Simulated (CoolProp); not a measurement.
Saturation properties of n-hexane (Tc = 507.8 K, pc = 3.044 MPa, ω = 0.300).

Computed with CoolProp (reference Helmholtz-energy equation of state, Thol 2019).

| T (K) | p (MPa) | enthalpy of vaporisation (kJ/kg) | liquid viscosity (µPa s) |
|---|---|---|---|
| 384.1 | 0.3234 | 300.0 | 141 |
| 390.2 | 0.3736 | 294.3 | 135 |
| 396.3 | 0.4295 | 288.4 | 128 |
| 402.3 | 0.4903 | 282.4 | 122 |
| 408.4 | 0.5587 | 276.1 | 117 |
| 414.4 | 0.6326 | 269.6 | 111 |
| 420.5 | 0.7151 | 262.6 | 106 |
| 426.5 | 0.8038 | 255.5 | 101 |
| 432.6 | 0.9022 | 247.9 | 95.5 |
| 438.6 | 1.008 | 240.0 | 90.8 |
| 444.7 | 1.124 | 231.5 | 86.0 |
| 450.7 | 1.248 | 222.5 | 81.5 |
| 456.8 | 1.384 | 212.8 | 77.0 |
| 462.9 | 1.532 | 202.3 | 72.5 |
| 468.9 | 1.688 | 191.1 | 68.2 |

It boils at 341.9 K under 1 atm.

Viscosity comes from a separate model (Michailidou 2013).
